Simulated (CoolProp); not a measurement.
Vapour pressure (MPa) of CH3F (R41): the reference equation beside estimates from Tc = 317.3 K, pc = 5.906 MPa, ω = 0.200. Clausius-Clapeyron is anchored at 272.1 K with a constant enthalpy of vaporisation of 11.44 kJ/mol.

Model: reference Helmholtz-energy equation of state, Lemmon 2006, in CoolProp. It is a short technical equation, of lower accuracy than the large ones.

| T (K) | reference | Clausius-Clapeyron | van der Waals | Soave-Redlich-Kwong | Peng-Robinson |
|---|---|---|---|---|---|
| 253.1 | 1.136 | ? | 2.234 | 1.161 | 1.147 |
| 255.8 | 1.236 | ? | 2.347 | 1.264 | 1.248 |
| 258.5 | 1.342 | 1.519 | ? | 1.373 | ? |
| 261.2 | 1.454 | 1.605 | 2.582 | 1.490 | 1.471 |
| 263.9 | 1.574 | 1.694 | 2.704 | 1.614 | 1.594 |
| 266.7 | ? | 1.790 | ? | 1.750 | 1.728 |
| 269.4 | 1.840 | 1.885 | 2.966 | 1.888 | 1.865 |
| 272.1 | 1.983 | 1.983 | 3.099 | 2.035 | 2.010 |
| 274.8 | 2.133 | 2.084 | 3.237 | 2.190 | 2.164 |
| 277.5 | 2.292 | 2.188 | 3.378 | 2.353 | ? |
| 280.3 | 2.466 | 2.299 | 3.528 | 2.532 | 2.503 |
| 283 | 2.643 | 2.409 | 3.677 | 2.713 | 2.684 |
| 285.7 | 2.830 | ? | 3.830 | 2.903 | 2.873 |
| 288.4 | 3.027 | 2.639 | 3.986 | 3.103 | 3.073 |

Problem. What belongs in the gaps?

Solution. 
- 253.1, Clausius-Clapeyron: 1.356
- 255.8, Clausius-Clapeyron: 1.436
- 258.5, van der Waals: 2.462
- 258.5, Peng-Robinson: 1.357
- 266.7, reference: 1.706
- 266.7, van der Waals: 2.835
- 277.5, Peng-Robinson: 2.326
- 285.7, Clausius-Clapeyron: 2.522

Absolute difference from the reference over all 14 rows, mean and median: Clausius-Clapeyron 8.6 and 8.2 %, van der Waals 60.8 and 58.7 %, Soave-Redlich-Kwong 2.5 and 2.6 %, Peng-Robinson 1.3 and 1.4 %.
